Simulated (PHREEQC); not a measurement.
Make-up at 25 °C: 0.0078 mol/kgw HF, 0.000255 mol/kgw NaF and 0.012 mol/kgw (NH4)2SiF6. It is in equilibrium with CO2 at log p = -1 (atm). Otherwise closed; pH follows from the charge balance.

The numbers come from PHREEQC with the ion-association model, phreeqc.dat.

Task: The ionic strength comes out as 0.0384 mol/kgw. What activity coefficients do SiF6-2, H+, F-, Na+, NH4+ get?

Result: SiF6-2 0.50, H+ 0.86, F- 0.83, Na+ 0.84, NH4+ 0.82.

Precipitation was switched off in this run. SiF6-2 is the database's only silicon fluoride.
